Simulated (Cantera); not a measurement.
Feed: 1 mol SiCl₄, 0.049 mol C₃H₈, 19 mol H₂, equilibrated at 1125 °C and 200 Pa.

Cantera equilibrium calculation (NASA polynomials, part measured and part estimated; ideal gas, pure solids and liquids). Candidate condensed phases: C, C₆H₆, C₇H₈, C₈H₁₈, Si, SiC; 109 gas species. The tables' values for SiCl₃ are old estimates; treat these amounts as uncertain. The numbers say what is thermodynamically allowed, not how fast it happens.

Base state: H₂ 0.853, HCl 0.107, SiCl₂ 0.0391, SiCl₃ 0.00102, SiCl₄ 0.000114, H 9.79e-5, SiHCl₃ 6.37e-5, Cl 1.01e-5 (mole fractions); condensed: SiC(s).

### Question
What changes in the equilibrium state with this change: C₃H₈ from 0.049 to 0.11 mol?

### Answer
```
species        before     after
-----------  --------  --------
H₂              0.853     0.846
HCl             0.107     0.123
SiCl₂          0.0391    0.0302
Cl            1.01e-5   1.17e-5
SiHCl₃        6.37e-5   5.66e-5
SiCl₃         0.00102  0.000910
SiCl₄        0.000114  0.000117
H             9.79e-5   9.75e-5
SiC(s), mol     0.147     0.330
```

### Question
What changes in the equilibrium state with this change: pressure from 200 Pa to 54000 Pa?

### Answer
```tsv
species	before	after
H₂	0.853	0.878
HCl	0.107	0.0809
SiCl₂	0.0391	0.0193
SiH₃Cl	1.30e-7	2.42e-5
SiH₂Cl₂	5.36e-6	0.000735
SiC(s), mol	0.147	0.147
```
